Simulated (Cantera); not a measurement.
A Cantera script and what it prints.

```python
import numpy as np
import cantera as ct

gas_names = """
    CL CL2 H HCL H2 N NH NH2 NH3 N2 N2H2 N2H4 Si SiCL SiCL2 SiCL3 SiCL4 SiH SiHCL3 SiH2 SiH2CL2 SiH3
    SiH3CL SiH4 SiN Si2 Si2N Si3
""".split()
cond_names = """
    NH4CL(a) NH4CL(b) Si(cr) Si(L) Si3N4(a)
""".split()


# ... load() reads the species with a 1 bar reference pressure and builds the phases ...
atoms = {
    'SiH2Cl2': {'Si': 1, 'H': 2, 'CL': 2},
    'N2': {'N': 2},
}
top_T = {'Si3N4(a)': 2400}  # K; cautious upper limits of use, not melting points


# ... equilibrate(T, P, feed) seeds the gas with the atoms and calls Mixture.equilibrate('TP', solver="vcs", rtol=1e-11, max_steps=5000) ...
results = []
feed = {'SiH2Cl2': 1, 'N2': 8.3}  # mol
T = 1298.15  # K
for P in [5, 36, 260, 1900, 14000, 100000]:
    mix = equilibrate(T, P, feed)
    results.append((T, P, feed, dict(zip(mix.species_names, mix.species_moles))))
    x = sorted(zip(gas.X, gas.species_names), reverse=True)
    print(f"T = {T:g} K  P = {P:g} Pa  gas = {mix.phase_moles(0):.4g} mol")
    print("   x: " + "  ".join(f"{s} {v:.3e}" for v, s in x if v > 1e-05))
    print("   condensed (mol): " + ("  ".join(f"{mix.phase(i).name} {mix.phase_moles(i):.4g}"
          for i in range(1, mix.n_phases) if mix.phase_moles(i) > 1e-12) or "none"))
```

Result:

```
T = 1298.15 K  P = 5 Pa  gas = 9.903 mol
   x: N2 7.993e-01  HCL 1.137e-01  H2 4.411e-02  SiCL2 4.056e-02  SiCL3 1.750e-03  SiCL4 4.513e-04  CL 6.940e-05  H 3.190e-05
   condensed (mol): Si3N4(a) 0.1922
T = 1298.15 K  P = 36 Pa  gas = 9.767 mol
   x: N2 8.003e-01  HCL 1.382e-01  H2 3.325e-02  SiCL2 2.131e-02  SiCL3 3.457e-03  SiCL4 3.349e-03  SiHCL3 3.638e-05  CL 3.622e-05  H 1.032e-05
   condensed (mol): Si3N4(a) 0.2417
T = 1298.15 K  P = 260 Pa  gas = 9.652 mol
   x: N2 8.039e-01  HCL 1.458e-01  H2 3.066e-02  SiCL4 9.390e-03  SiCL2 6.860e-03  SiCL3 3.284e-03  SiHCL3 8.919e-05  CL 1.480e-05
   condensed (mol): Si3N4(a) 0.2702
T = 1298.15 K  P = 1900 Pa  gas = 9.601 mol
   x: N2 8.070e-01  HCL 1.421e-01  H2 3.301e-02  SiCL4 1.417e-02  SiCL3 1.950e-03  SiCL2 1.604e-03  SiHCL3 1.486e-04
   condensed (mol): Si3N4(a) 0.2761
T = 1298.15 K  P = 14000 Pa  gas = 9.581 mol
   x: N2 8.095e-01  HCL 1.345e-01  H2 3.704e-02  SiCL4 1.750e-02  SiCL3 9.937e-04  SiCL2 3.372e-04  SiHCL3 2.177e-04
   condensed (mol): Si3N4(a) 0.2725
T = 1298.15 K  P = 100000 Pa  gas = 9.569 mol
   x: N2 8.118e-01  HCL 1.255e-01  H2 4.160e-02  SiCL4 2.025e-02  SiCL3 4.884e-04  SiHCL3 3.031e-04  SiCL2 7.040e-05
   condensed (mol): Si3N4(a) 0.266
```

Method: chemical equilibrium by Gibbs-energy minimisation in Cantera with the NASA 1993 tables (ideal gas, pure condensed phases). N2 is the only nitrogen source here; it is nearly inert below about 1500 K, so the nitride shown seldom forms there in practice. The tables' values for SiCl3 are old estimates; treat these amounts as uncertain.
